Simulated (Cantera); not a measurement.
# Thermodynamics of silicon carbide growth, feed CH3SiH3 + CH4 + H2

Input: 1 mol CH3SiH3, 1.7 mol CH4, 1.1 mol H2, at 1.33 mbar.

These are equilibrium values from Cantera (NASA tables, ideal gas, pure condensed phases), not measurements of a reactor. Candidate condensed phases: C, C6H6, C7H8, C8H18, Si, SiC; 87 gas species. The feed counts by its element totals alone. Gases not in the tables: Si2H6 and higher silanes. Kinetics and transport are ignored.

From 1225 K to 2225 K the condensed part is C(graphite) + SiC(s). At 2325 K the condensed part is C(graphite).

```tsv
T (K)	x H2	x H	x Si	x SiC2	x Si2C	x C2H2 (acetylene)	x SiH	x Si2	n C(graphite)	n SiC(s)
1225	1.000	8.54e-6	5.08e-12	<1e-12	<1e-12	1.62e-7	2.38e-12	<1e-12	1.70	1.00
1325	1.000	4.48e-5	2.38e-10	<1e-12	<1e-12	8.51e-7	6.30e-11	<1e-12	1.70	1.00
1425	1.000	0.000187	6.47e-9	5.74e-12	5.28e-12	3.52e-6	1.05e-9	<1e-12	1.70	1.00
1525	0.999	0.000648	1.14e-7	2.45e-10	2.10e-10	1.21e-5	1.20e-8	1.39e-12	1.70	1.000
1625	0.998	0.00193	1.40e-6	6.53e-9	5.25e-9	3.55e-5	1.02e-7	4.65e-11	1.70	1.000
1725	0.995	0.00507	1.28e-5	1.18e-7	8.97e-8	9.17e-5	6.67e-7	1.03e-9	1.70	1.000
1825	0.988	0.0120	9.20e-5	1.55e-6	1.11e-6	0.000212	3.55e-6	1.61e-8	1.70	0.999
1925	0.973	0.0258	0.000536	1.54e-5	1.06e-5	0.000446	1.57e-5	1.89e-7	1.70	0.996
2025	0.945	0.0512	0.00262	0.000122	7.98e-5	0.000855	5.96e-5	1.73e-6	1.71	0.977
2125	0.892	0.0939	0.0110	0.000788	0.000495	0.00149	0.000196	1.28e-5	1.76	0.896
2225	0.792	0.158	0.0407	0.00429	0.00260	0.00232	0.000557	7.91e-5	2.00	0.563
2325	0.654	0.244	0.0817	0.0123	0.00437	0.00320	0.000847	0.000155	2.36	0
```
x: gas mole fraction; n: condensed amount in mol.
